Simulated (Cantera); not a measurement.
## Thermodynamics of silicon oxide and oxynitride deposition, feed HMDSO + H2O + N2

A closed system holds: 1 mol HMDSO, 0.47 mol H2O, 150 mol N2, equilibrated at 1427 °C and 0.100 bar.

These are equilibrium values from Cantera (NASA tables, ideal gas, pure condensed phases), not measurements of a reactor. Candidate condensed phases: C, C6H6, C7H8, C8H18, H2O, Si, SiC, SiO2, Si2N2O, Si3N4; 151 gas species. The feed counts by its element totals alone. Kinetics and transport are ignored.

* **x(N2)**: 0.932
* **x(H2)**: 0.0583
* **x(CO)**: 0.00910
* **x(HCN)**: 0.000854
* **x(H)**: 0.000113
* **x(SiO)**: 3.72e-5
* **x(HNC)**: 2.55e-5
* **x(C2H2 (acetylene))**: 4.28e-6
* **n(C(graphite))**: 2.40 mol
* **n(SiC(s))**: 1.99 mol
* **gas amount**: 160.9 mol
* **log10 activity of Si(l) (absent)**: -1.83
